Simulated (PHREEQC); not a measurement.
Consider water at 45 °C with 0.034 mol KBr and 0.071 mol ZnBr2 per kg of water. Closed to the air; pH follows from the charge balance.

All values are PHREEQC results (ion-association model, wateq4f.dat), not measurements.

No solid was allowed to form.

### Question
What pH does the model give?

### Answer
pH 5.00.

### Question
In which forms is Zn present?

### Answer
Zn+2 99 %, ZnBr+ 1.3 % of the Zn.

Species that the database lacks are ignored. Constants without temperature data keep their 25 °C values here.
